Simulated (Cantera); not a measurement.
Thermodynamics of silicon oxide and oxynitride deposition, feed HMDSO + CO2 + H2

Input: 1 mol HMDSO, 2.2 mol CO2, 0.29 mol H2, equilibrated at 100000 Pa.

Cantera equilibrium calculation (NASA polynomials, part measured and part estimated; ideal gas, pure solids and liquids). Candidate condensed phases: C, C6H6, C7H8, C8H18, H2O, Si, SiC, SiO2; 123 gas species. The feed counts by its element totals alone. Mutual solubility and eutectic melting of coexisting phases are not modelled. The tables hold silica as quartz up to 1696 K and as liquid above; real silica turns to tridymite and cristobalite and melts near 1996 K. Equilibrium is a limit: real reactors are often held back by kinetics, nucleation or transport.

```csv
T (°C),log p H2,log p CO,log p CH4,log p SiO,log p H2O,log p H,n C(graphite),n SiO2(β-quartz),n SiC(s),n SiO2(condensed)
1125,-0.06,-0.88,-2.49,-6.84,-3.37,-5.36,6.77,2.00,0,0
1175,-0.06,-0.88,-2.60,-5.96,-3.54,-5.07,6.78,2.00,0,0
1225,-0.06,-0.88,-2.71,-5.15,-3.70,-4.80,6.78,2.00,0,0
1275,-0.06,-0.88,-2.81,-4.39,-3.86,-4.54,6.78,2.00,0,0
1325,-0.06,-0.88,-2.91,-3.68,-4.00,-4.30,6.79,2.00,0,0
1375,-0.09,-0.71,-3.06,-3.18,-3.99,-4.10,5.56,1.59,0.407,0
1425,-0.20,-0.44,-3.35,-2.83,-3.95,-3.94,0.880,0,1.96,0.0143
```
log p: log10 of the partial pressure in bar; n: condensed amount in mol.

From 1125 °C to 1325 °C the condensed part is C(graphite) + SiO2(β-quartz). At 1375 °C the condensed part is C(graphite) + SiC(s) + SiO2(β-quartz). At 1425 °C the condensed part is C(graphite) + SiC(s) + SiO2(condensed). The main Si-bearing gas is SiO throughout.
